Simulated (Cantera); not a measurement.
Charge: 1 mol Si, 5.9 mol Br₂, 0.29 mol H₂, held at 0.0740 bar.

Equilibrium computed with Cantera from the NASA thermochemical tables; the gas is ideal and each condensed phase is pure. Candidate condensed phases: Br₂, Si; 19 gas species. The tables' values for SiBr₃ are old estimates; treat these amounts as uncertain. Kinetics and transport are ignored. All values below are at 1548 K.

Base state: Br 0.604, Br₂ 0.184, SiBr₄ 0.133, HBr 0.0779, SiBr₃ 0.00115, SiBr₂ 0.000160 (mole fractions); condensed: gas only.

Problem. What changes in the equilibrium state with this change: H₂ from 0.29 to 0.44 mol?

Solution. 
```csv
species,before,after
Br,0.604,0.580
Br₂,0.184,0.170
SiBr₄,0.133,0.131
HBr,0.0779,0.117
SiBr₂,0.000160,0.000171
SiBr₃,0.00115,0.00118
```
